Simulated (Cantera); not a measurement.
Feed: 1 mol CO2, 1.1 mol O2, equilibrated at 3.80 mbar.

These are equilibrium values from Cantera (NASA tables, ideal gas, pure condensed phases), not measurements of a reactor. Candidate condensed phases: C; 12 gas species. Rates play no part. All values below are at 327 °C.

Base state: O2 0.524, CO2 0.476 (mole fractions); condensed: gas only.

Q: What changes in the equilibrium state with this change: 0.0014 mol CH4 added?

A: 
```csv
species,before,after
O2,0.524,0.522
CO2,0.476,0.477
H2O,0,0.00133
```
Further candidate phases: C6H6, C7H8, C8H18, H2O.
